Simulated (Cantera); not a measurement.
A perfectly stirred reactor is fed with NH3 : N2 = 1 : 18 (molar parts), at 9.75 Torr; it is held at 2275 K, and followed from long to short residence time.

Cantera simulation using the gas-phase N/H chemistry of the illustrative SiF4/NH3 mechanism in the Surface Chemkin manual (1991); the numbers are that mechanism's predictions, not measurements. Walls and surfaces, which speed up NH3 decomposition in real reactors, are not modelled.

Predict: x(NH3) at τ = 4.70 s; x(N) at τ = 4.70 s; x(H) at τ = 4.70 s; x(NH) at τ = 4.70 s; x(NH3) at τ = 96.0 ms; x(N) at τ = 96.0 ms; x(H) at τ = 96.0 ms; x(NH) at τ = 96.0 ms.


- x(NH3) at τ = 4.70 s: 0.00151
- x(N) at τ = 4.70 s: 7.45e-6
- x(H) at τ = 4.70 s: 0.000838
- x(NH) at τ = 4.70 s: 1.35e-5
- x(NH3) at τ = 96.0 ms: 0.0285
- x(N) at τ = 96.0 ms: 8.55e-6
- x(H) at τ = 96.0 ms: 0.000215
- x(NH) at τ = 96.0 ms: 4.32e-5
